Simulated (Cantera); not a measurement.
Input: 1 mol SiC, 0.6 mol C, 3.6 mol N₂, at 2573.15 K and 0.0200 bar.

Equilibrium computed with Cantera from the NASA thermochemical tables; the gas is ideal and each condensed phase is pure. Candidate condensed phases: C, Si, SiC, Si₃N₄; 20 gas species. The tables' values for SiN are old estimates; treat these amounts as uncertain. Kinetics and transport are ignored.

Base state: N₂ 0.826, Si 0.114, SiC₂ 0.0364, Si₂C 0.0196, SiN 0.00133, CN 0.00119, Si₂ 0.000959, Si₂N 0.000318 (mole fractions); condensed: C(graphite) + SiC(s).

What changes in the equilibrium state with this change: SiC replaced by Al₂O₃?


```tsv
species	before	after
N₂	0.826	0.789
CO	0	0.131
Al	0	0.0477
Si	0.114	0
SiC₂	0.0364	0
Al₂O	0	0.0297
Si₂C	0.0196	0
AlO	0	0.00167
SiN	0.00133	0
Si₂	0.000959	0
C(graphite), mol	1.04	0
SiC(s), mol	0.155	0
Al₂O₃(l), mol	0	0.752
```
Further candidate phases: Al, AlN, Al₂O₃.
